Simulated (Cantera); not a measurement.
A perfectly stirred reactor is fed with 3.38 % H2, 96.6 % O2, at 10.00 Torr; it is held at 1175 K, and followed from long to short residence time.

Cantera simulation using GRI-Mech 3.0 (53 species, 325 reactions); the numbers are that mechanism's predictions, not measurements. Radical loss at walls, strong at low pressure, is not modelled. The temperature is held fixed by assumption; the heat of reaction is taken as removed at once.

One state of this run: x H2 = 0.000308; x O2 = 0.958; x OH = 0.00128; x H = 0.000638; x O = 0.00645; x HO2 = 1.89e-6; x H2O2 = 6.49e-8. x: mole fraction; the columns are a selection and need not sum to one.

Which value of τ (s) does it belong to?
A) 0.23
B) 6.9
C) 0.098
D) 0.0033

A, 0.23
